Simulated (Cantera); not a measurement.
A perfectly stirred reactor is fed with CH4 : O2 : N2 = 1 : 1.33 : 8.93 (molar parts), equivalence ratio 1.5, at 12000 Torr; it is adiabatic with a 425 K inlet, and is followed from long to short residence time, starting on the burning branch (τ in s: 0.16, 0.062, 0.024, 0.0096, 0.0038, 0.0015, 0.00059, 0.00023, 9.1e-05).

Model: GRI-Mech 3.0 (53 species, 325 reactions), integrated in Cantera. The pressure lies above the range GRI-Mech 3.0 was tuned for (to about 10 atm).

Predict: blow-out, bracketed by the residence times tried; x(CH4) at τ = 0.160 s; x(O2) at τ = 0.160 s; x(H2O) at τ = 0.160 s; x(CH2) at τ = 0.160 s; x(NO) at τ = 0.160 s; x(CH4) at τ = 3.80 ms; x(O2) at τ = 3.80 ms; x(H2O) at τ = 3.80 ms; x(CH2) at τ = 3.80 ms; x(NO) at τ = 3.80 ms.


```json
{
  "blow_out_bracketed_by_the_residence_times_tried": "burning at 3.80 ms, out at 1.50 ms",
  "x(CH4) at τ = 0.160 s": "0.0110",
  "x(O2) at τ = 0.160 s": "0.000882",
  "x(H2O) at τ = 0.160 s": "0.120",
  "x(CH2) at τ = 0.160 s": "1.10e-8",
  "x(NO) at τ = 0.160 s": "9.75e-9",
  "x(CH4) at τ = 3.80 ms": "0.0214",
  "x(O2) at τ = 3.80 ms": "0.0207",
  "x(H2O) at τ = 3.80 ms": "0.105",
  "x(CH2) at τ = 3.80 ms": "1.21e-8",
  "x(NO) at τ = 3.80 ms": "7.83e-9"
}
```
